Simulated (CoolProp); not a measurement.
Properties of C2F6 (R116) at several states (Tc = 19.9 °C, pc = 3048 kPa, ω = 0.257).

The numbers come from the reference Helmholtz-energy equation of state, Lemmon 2006 in CoolProp. It is a short technical equation, of lower accuracy than the large ones.

| T (°C) | p (kPa) | phase | cv (kJ/(kg K)) | viscosity (µPa s) | conductivity (mW/(m K)) | fugacity coefficient |
|---|---|---|---|---|---|---|
| 101.75 | 4260 | supercritical | 0.8473 | 22.5 | 23.7 | 0.8224 |
| 66.55 | 11500 | supercritical | 0.8267 | 74.5 | 40.9 | 0.4811 |
| 101.25 | 13.3 | gas | 0.8193 | 17.5 | 20.7 | 0.9994 |

Viscosity comes from a separate model (Huber 2003), an estimate that may be off by 10 % or more. Thermal conductivity comes from a separate model (Huber 2003), an estimate that may be off by 10 % or more.
